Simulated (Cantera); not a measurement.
**Moist CO burnout**

An isothermal, constant-pressure homogeneous reactor starts with 0.857 % CO, 0.711 % O2, 1.07 % H2O, 97.4 % N2, equivalence ratio 0.60, at 1100 K and 3.00 bar.

Cantera simulation using GRI-Mech 3.0 (53 species, 325 reactions); the numbers are that mechanism's predictions, not measurements.

```json
[
 {"t (s)": "3.00e-6", "x CO": "0.00857", "x O2": "0.00711", "x H2O": "0.0107", "x H2": "<1e-12", "x H2O2": "<1e-12", "x NO": "<1e-12"},
 {"t (s)": "1.05e-5", "x CO": "0.00857", "x O2": "0.00711", "x H2O": "0.0107", "x H2": "<1e-12", "x H2O2": "<1e-12", "x NO": "<1e-12"},
 {"t (s)": "3.67e-5", "x CO": "0.00857", "x O2": "0.00711", "x H2O": "0.0107", "x H2": "<1e-12", "x H2O2": "<1e-12", "x NO": "<1e-12"},
 {"t (s)": "0.000128", "x CO": "0.00857", "x O2": "0.00711", "x H2O": "0.0107", "x H2": "2.22e-12", "x H2O2": "<1e-12", "x NO": "<1e-12"},
 {"t (s)": "0.000448", "x CO": "0.00857", "x O2": "0.00711", "x H2O": "0.0107", "x H2": "4.64e-11", "x H2O2": "<1e-12", "x NO": "<1e-12"},
 {"t (s)": "0.00157", "x CO": "0.00857", "x O2": "0.00711", "x H2O": "0.0107", "x H2": "1.05e-9", "x H2O2": "3.64e-12", "x NO": "<1e-12"},
 {"t (s)": "0.00548", "x CO": "0.00856", "x O2": "0.00710", "x H2O": "0.0107", "x H2": "3.95e-7", "x H2O2": "4.98e-8", "x NO": "<1e-12"},
 {"t (s)": "0.0191", "x CO": "0.00758", "x O2": "0.00664", "x H2O": "0.0107", "x H2": "5.25e-5", "x H2O2": "6.38e-7", "x NO": "4.18e-10"},
 {"t (s)": "0.0669", "x CO": "0.00431", "x O2": "0.00501", "x H2O": "0.0107", "x H2": "6.24e-5", "x H2O2": "4.12e-7", "x NO": "3.57e-9"},
 {"t (s)": "0.234", "x CO": "0.000986", "x O2": "0.00333", "x H2O": "0.0107", "x H2": "2.01e-5", "x H2O2": "1.04e-7", "x NO": "9.42e-9"},
 {"t (s)": "0.818", "x CO": "0.000124", "x O2": "0.00290", "x H2O": "0.0108", "x H2": "2.69e-6", "x H2O2": "7.46e-9", "x NO": "8.25e-9"},
 {"t (s)": "2.86", "x CO": "8.60e-6", "x O2": "0.00284", "x H2O": "0.0108", "x H2": "2.04e-7", "x H2O2": "1.34e-10", "x NO": "7.51e-9"},
 {"t (s)": "10.0", "x CO": "5.56e-9", "x O2": "0.00284", "x H2O": "0.0108", "x H2": "5.82e-10", "x H2O2": "5.34e-11", "x NO": "1.59e-8"}
]
```
x: mole fraction; the columns are a selection and need not sum to one.

Equilibrium at this temperature and pressure: CO 1.26e-10, O2 0.00283, H2O 0.0108, H2 1.55e-10, H2O2 8.96e-12, NO 1.11e-5 (gas phase only).
